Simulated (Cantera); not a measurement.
An isothermal plug-flow reactor at 823 K and 760 Torr (inlet), inlet velocity 1.9 m/s, active area per volume 1900 1/m; feed 0.633 % H₂, 3.11 % O₂, 91.0 % N₂, 5.30 % H₂O, equivalence ratio 0.10.

Detailed kinetics in Cantera: Deutschmann's 1995 Pt surface mechanism with GRI-Mech 3.0 gas chemistry. Catalytic surfaces can have several steady states; this one follows from the mechanism file's or the stated starting coverage. Mass transfer to the wall is taken as infinitely fast.

One state of this run: x H₂ = 0.00119; x O₂ = 0.0286; x H₂O = 0.0583; θ free Pt = 0.114; θ O* = 0.879; θ OH* = 0.00731. x: gas mole fraction; θ: surface coverage.

Task: Which value of z (m) does it belong to?
A. 0.00043
B. 9.2e-05
C. 0.00026
D. 0.002

Result: C, 0.00026
